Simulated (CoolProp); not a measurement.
Vapour-liquid equilibrium of R125 (1) + R227EA (2) at 0.0492 bar; x and y are mole fractions of (1).

Computed with CoolProp (multi-fluid Helmholtz-energy mixture model, Lemmon 2005 and Lemmon 2016; pair parameters Bell 2016).

| x | bubble temperature, mixture model (°C) | bubble temperature, Raoult's law (°C) | y, mixture model | y, Raoult's law |
|---|---|---|---|---|
| 0.05 | -72.5 | -72.5 | 0.261 | 0.261 |
| 0.15 | -77.6 | -77.5 | 0.563 | 0.560 |
| 0.25 | -81.5 | -81.3 | 0.722 | 0.718 |
| 0.35 | -84.4 | -84.2 | 0.815 | 0.812 |
| 0.45 | -86.8 | -86.6 | 0.874 | 0.872 |
| 0.55 | -88.7 | -88.6 | 0.914 | 0.913 |
| 0.65 | -90.4 | -90.3 | 0.942 | 0.943 |
| 0.75 | -91.8 | -91.7 | 0.964 | 0.965 |
| 0.85 | -93.1 | -93.0 | 0.981 | 0.981 |
| 0.95 | -94.2 | -94.2 | 0.994 | 0.995 |

The largest gap from Raoult's law is -0.2 K in bubble temperature, at x = 0.35. No azeotrope shows between x = 0.05 and 0.95.

The pair parameters rest on a limited set of measurements; away from them the model extrapolates.
